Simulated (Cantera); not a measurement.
# Premixed flame

A freely propagating, adiabatic, planar premixed flame of 34.1 % H₂, 11.4 % O₂, 42.6 % N₂, 11.9 % H₂O, unburnt at 600 K and 2330 Torr; mixture-averaged transport, grid criteria slope 0.08 and curve 0.16, no radiation.

Cantera simulation using the H2/O2 subset of GRI-Mech 3.0, which has no nitrogen chemistry; the numbers are that mechanism's predictions, not measurements. The hydrogen kinetics of GRI-Mech 3.0 are dated; newer H2 mechanisms differ, most at raised pressure. Burning velocities carry a grid error of a few per cent, more on coarse grids.

```
z (mm)   T (K)  u (m/s)   x H₂      x O₂  x H₂O   x H₂O₂     x HO₂      x OH
-------  -----  -------  -----  --------  -----  -------  --------  --------
-0.282     600     6.86  0.341     0.114  0.119    <1e-8     <1e-8     <1e-8
-0.188     600     6.86  0.341     0.114  0.119    <1e-8     <1e-8     <1e-8
-0.141     600     6.86  0.341     0.114  0.119    <1e-8   5.19e-8     <1e-8
-0.0939    601     6.86  0.340     0.114  0.120  5.16e-8   2.57e-6     <1e-8
-0.0469    638     7.18  0.328     0.115  0.123  1.34e-5  0.000441   3.08e-5
-0.0235    877     9.59  0.293     0.108  0.149  6.12e-5  0.000767  0.000820
0         1271     13.5  0.229    0.0807  0.215  2.37e-5  0.000327   0.00209
0.0235    1561     16.4  0.165    0.0416  0.291  4.76e-6  0.000134   0.00490
0.0469    1719     18.0  0.132    0.0179  0.335  2.80e-6   5.24e-5   0.00733
0.0939    1863     19.3  0.117   0.00502  0.361  1.57e-6   1.40e-5   0.00886
0.188     1984     20.4  0.118   0.00204  0.371  8.25e-7   5.70e-6   0.00815
0.376     2079     21.3  0.120  0.000968  0.379  4.36e-7   2.69e-6   0.00630
0.751     2146     21.8  0.122  0.000396  0.384  2.23e-7   1.09e-6   0.00430
```
x: mole fraction of selected species; z is measured from the peak of heat release.

```yaml
laminar_burning_velocity: 686 cm/s
thermal_thickness: 0.0939 mm
peak x(H₂O₂): 6.15e-5
peak x(HO₂): 0.000906
peak x(OH): 0.00888
grid_points: 108
```
